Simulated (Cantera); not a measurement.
Feed: 1 mol Ta2O5, 3.5 mol CH4, 0.024 mol CO, at 1527 °C and 13.3 mbar.

Method: chemical equilibrium by Gibbs-energy minimisation in Cantera with the NASA 1993 tables (ideal gas, pure condensed phases). Candidate condensed phases: C, C6H6, C7H8, C8H18, H2O, Ta, TaC, Ta2O5; 113 gas species. Mutual solubility and eutectic melting of coexisting phases are not modelled. TaC: taken at fixed stoichiometry. Condensed phases not in the tables: Ta2C. Kinetics and transport are ignored.

Base state: H2 0.732, CO 0.264, H 0.00265, H2O 0.00114, CO2 0.000107 (mole fractions); condensed: TaC(s) + Ta2O5(s).

**Question.** What changes in the equilibrium state with this change: Ta2O5 replaced by Fe3O4?

**Answer.** 
```csv
species,before,after
H2,0.732,0.620
CO,0.264,0.328
H2O,0.00114,0.0416
Fe,0,0.00221
CO2,0.000107,0.00576
OH,2.72e-7,1.08e-5
H,0.00265,0.00244
"TaC(s), mol",1.00,0
"Ta2O5(s), mol",0.498,0
"Fe(δ), mol",0,2.98
```
Further candidate phases: Fe, Fe(CO)5, FeO, Fe(OH)2, Fe(OH)3, Fe2O3, Fe3O4.
